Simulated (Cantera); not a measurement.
Source: NASA polynomial tables (part measured, part estimated), evaluated in Cantera. Values are per mole of reaction as written; species without (g) are pure solids or liquids, kept so even where they would boil at 1 bar. VN: taken at fixed stoichiometry.

Between 300 and 1848 K, where is each reaction favourable under standard conditions?
- 4 V2O3 + N2(g) → 2 VN + 6 VO2(g)


- 4 V2O3 + N2(g) → 2 VN + 6 VO2(g): ΔG° is 2720 kJ at 300 K and 1289 kJ at 1848 K; it stays positive (K < 1). ΔH° is 2800 kJ and ΔS° 818 J/K at 1848 K.
